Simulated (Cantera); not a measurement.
**SiCl4 + H2 (silicon epitaxy and polysilicon growth)**

A closed system holds: 1 mol SiCl4, 23 mol H2, at 775 °C and 225 Torr.

Cantera equilibrium calculation (NASA polynomials, part measured and part estimated; ideal gas, pure solids and liquids). Candidate condensed phases: Si; 19 gas species. The tables' values for SiCl3 are old estimates; treat these amounts as uncertain. Rates play no part.

```
Quantity                              Value
--------------------------------  ---------
x(H2)                                 0.941
x(SiCl4)                             0.0255
x(HCl)                               0.0176
x(SiHCl3)                            0.0140
x(SiH2Cl2)                         0.000872
x(SiCl3)                           0.000825
x(SiCl2)                           0.000490
x(SiH3Cl)                           1.42e-5
gas amount                        24.02 mol
log10 activity of Si(s) (absent)      -0.10
```
